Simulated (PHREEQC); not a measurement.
Make-up at 60 °C: 0.00015 mol/kgw PbCl2, 0.21 mol/kgw KBr and 0.00074 mol/kgw Cu(NO3)2. Closed to the air; pH follows from the charge balance.

The numbers come from PHREEQC with the ion-association model, wateq4f.dat.

```csv
quantity,before,after
Cu2(OH)2+2 (mol/kgw),3.82e-6,1.30e-6
CuOH+ (mol/kgw),4.75e-7,3.00e-7
Cu(OH)2 (mol/kgw),9.98e-8,1.78e-7
SI of Tenorite (CuO),+0.26,+0.49
SI of Cu(OH)2 (Cu(OH)2),-0.77,-0.53
```

Task: What was changed between the two runs?
A) PbCl2 from 0.00015 to 0.000135 mol/kgw
B) diluted 5-fold with water
C) Cu(NO3)2 from 0.00074 to 0.0037 mol/kgw
D) PbCl2 left out
E) diluted 100-fold with water

Result: B, diluted 5-fold with water

No solid was allowed to form. Some of these states are supersaturated (in Tenorite (slow to form), for instance). Away from 25 °C the constants follow the database's enthalpies or fits; those with neither stay at their 25 °C values.
